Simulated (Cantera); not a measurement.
Feed: 1 mol Si, 2.6 mol HCl, 0.043 mol O2, held at 1025 K and 3.70 bar.

Equilibrium computed with Cantera from the NASA thermochemical tables; the gas is ideal and each condensed phase is pure. Candidate condensed phases: H2O, Si, SiO2; 30 gas species. Mutual solubility and eutectic melting of coexisting phases are not modelled. The tables' values for SiCl3 are old estimates; treat these amounts as uncertain. Kinetics and transport are ignored.

**Question.** What is the equilibrium state?

**Answer.** 
```json
{
  "x(H2)": "0.614",
  "x(SiCl4)": "0.244",
  "x(SiHCl3)": "0.123",
  "x(HCl)": "0.0105",
  "x(SiH2Cl2)": "0.00683",
  "x(SiCl3)": "0.00194",
  "x(SiCl2)": "0.000321",
  "x(SiH3Cl)": "9.82e-5",
  "n(Si(s))": "0.246 mol",
  "n(SiO2(β-quartz))": "0.0430 mol",
  "gas_amount": "1.892 mol"
}
```
